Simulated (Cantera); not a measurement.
Equilibrium for silicon etching in halogen gases: Si + HBr + H₂

Feed: 1 mol Si, 3.8 mol HBr, 5.3 mol H₂, held at 29000 Pa.

Cantera equilibrium calculation (NASA polynomials, part measured and part estimated; ideal gas, pure solids and liquids). Candidate condensed phases: Br₂, Si; 19 gas species. The tables' values for SiBr₃, SiBr are old estimates; treat these amounts as uncertain. The numbers say what is thermodynamically allowed, not how fast it happens.

```
T (K)   x H₂   x HBr  x SiBr₂  x SiBr₄  x SiHBr₃  n Si(s)
-----  -----  ------  -------  -------  --------  -------
1200   0.805  0.0920   0.0173   0.0704    0.0101    0.138
1225   0.796   0.102   0.0224   0.0646   0.00950    0.137
1250   0.786   0.112   0.0285   0.0584   0.00883    0.133
1275   0.776   0.122   0.0354   0.0518   0.00810    0.126
1300   0.766   0.131   0.0432   0.0450   0.00731    0.114
1325   0.756   0.140   0.0514   0.0382   0.00648   0.0980
1350   0.747   0.148   0.0600   0.0317   0.00565   0.0796
1375   0.739   0.154   0.0684   0.0257   0.00483   0.0593
1400   0.731   0.160   0.0764   0.0203   0.00406   0.0384
1425   0.725   0.164   0.0837   0.0157   0.00336   0.0180
1450   0.720   0.168   0.0900   0.0119   0.00274        0
1475   0.715   0.173   0.0935  0.00908   0.00221        0
1500   0.710   0.178   0.0964  0.00686   0.00177        0
```
x: gas mole fraction; n: condensed amount in mol.

From 1200 K to 1425 K the condensed part is Si(s). From 1450 K to 1500 K nothing is condensed. The main Si-bearing gas is SiBr₄ at 1200 K and SiBr₂ at 1500 K.
